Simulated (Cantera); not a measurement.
A freely propagating, adiabatic, planar premixed flame of H₂ : O₂ : N₂ = 1 : 0.714 : 2.69 (molar parts), equivalence ratio 0.70, unburnt at 698 K and 0.132 atm; mixture-averaged transport, grid criteria slope 0.08 and curve 0.16, no radiation.

Model: the H2/O2 subset of GRI-Mech 3.0, which has no nitrogen chemistry, integrated in Cantera. Burning velocities carry a grid error of a few per cent, more on coarse grids.

Question: Predict: laminar burning velocity; thermal thickness; peak x(HO₂); peak x(O); peak x(OH).

Answer: 
```json
{
 "laminar_burning_velocity": "703 cm/s",
 "thermal_thickness": "7.31 mm",
 "peak x(HO₂)": "3.69e-5",
 "peak x(O)": "0.0196",
 "peak x(OH)": "0.0172"
}
```
